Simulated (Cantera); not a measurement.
**Adiabatic ignition**

An adiabatic, constant-pressure homogeneous reactor starts with CH4 : O2 : N2 = 1 : 1.67 : 6.27 (molar parts), equivalence ratio 1.2, at 1375 K and 12.8 atm.

Cantera simulation using GRI-Mech 3.0 (53 species, 325 reactions); the numbers are that mechanism's predictions, not measurements. The pressure lies above the range GRI-Mech 3.0 was tuned for (to about 10 atm).

```json
[
 {"t (s)": "7.00e-6", "T (K)": "1375", "x CH4": "0.112", "x O2": "0.187", "x HCO": "1.19e-12", "x C2H": "<1e-12", "x C2H2": "<1e-12"},
 {"t (s)": "2.83e-5", "T (K)": "1375", "x CH4": "0.112", "x O2": "0.187", "x HCO": "5.62e-11", "x C2H": "<1e-12", "x C2H2": "1.49e-12"},
 {"t (s)": "0.000114", "T (K)": "1376", "x CH4": "0.111", "x O2": "0.187", "x HCO": "1.52e-9", "x C2H": "<1e-12", "x C2H2": "9.85e-10"},
 {"t (s)": "0.000461", "T (K)": "1422", "x CH4": "0.103", "x O2": "0.180", "x HCO": "1.38e-7", "x C2H": "<1e-12", "x C2H2": "1.28e-6"},
 {"t (s)": "0.00186", "T (K)": "2863", "x CH4": "<1e-12", "x O2": "0.00256", "x HCO": "3.00e-7", "x C2H": "<1e-12", "x C2H2": "<1e-12"},
 {"t (s)": "0.00752", "T (K)": "2863", "x CH4": "<1e-12", "x O2": "0.00256", "x HCO": "3.00e-7", "x C2H": "<1e-12", "x C2H2": "<1e-12"},
 {"t (s)": "0.0304", "T (K)": "2863", "x CH4": "<1e-12", "x O2": "0.00256", "x HCO": "3.00e-7", "x C2H": "<1e-12", "x C2H2": "<1e-12"},
 {"t (s)": "0.123", "T (K)": "2863", "x CH4": "<1e-12", "x O2": "0.00256", "x HCO": "3.00e-7", "x C2H": "<1e-12", "x C2H2": "<1e-12"},
 {"t (s)": "0.495", "T (K)": "2863", "x CH4": "<1e-12", "x O2": "0.00256", "x HCO": "3.00e-7", "x C2H": "<1e-12", "x C2H2": "<1e-12"},
 {"t (s)": "2.00", "T (K)": "2863", "x CH4": "<1e-12", "x O2": "0.00256", "x HCO": "3.00e-7", "x C2H": "<1e-12", "x C2H2": "<1e-12"}
]
```
x: mole fraction; the columns are a selection and need not sum to one.

The time of steepest temperature rise is 0.551 ms and the temperature at 2.00 s is 2863 K. The equilibrium temperature is 2863 K, the x(CH4) at 2.00 s comes out as <1e-12 (gas-phase equilibrium 1.06e-12) and the x(O2) at 2.00 s is 0.00256 (gas-phase equilibrium 0.00256). The x(HCO) at 2.00 s comes out as 3.00e-7 (gas-phase equilibrium 3.00e-7).
